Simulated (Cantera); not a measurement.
A perfectly stirred reactor is fed with 5.56 % CH₄, 9.29 % O₂, 85.1 % N₂, equivalence ratio 1.2, at 0.720 bar; it is adiabatic with a 725 K inlet, and is followed from long to short residence time, starting on the burning branch (τ in s: 0.11, 0.051, 0.024, 0.011, 0.0052, 0.0024, 0.0011, 0.00053, 0.00025, 0.00011, 5.4e-05).

Detailed kinetics in Cantera: GRI-Mech 3.0 (53 species, 325 reactions).

One state of this run: T (K) = 1666; x CH₄ = 0.000211; x O₂ = 0.00112; x C₂H = 6.24e-9; x H = 0.00135; x CH₂O = 1.12e-5; x CH₃ = 8.36e-5. x: mole fraction; the columns are a selection and need not sum to one.

Question: Which value of τ (s) does it belong to?
(A) 0.024
(B) 0.011
(C) 0.00053
(D) 0.00025

Answer: B, 0.011
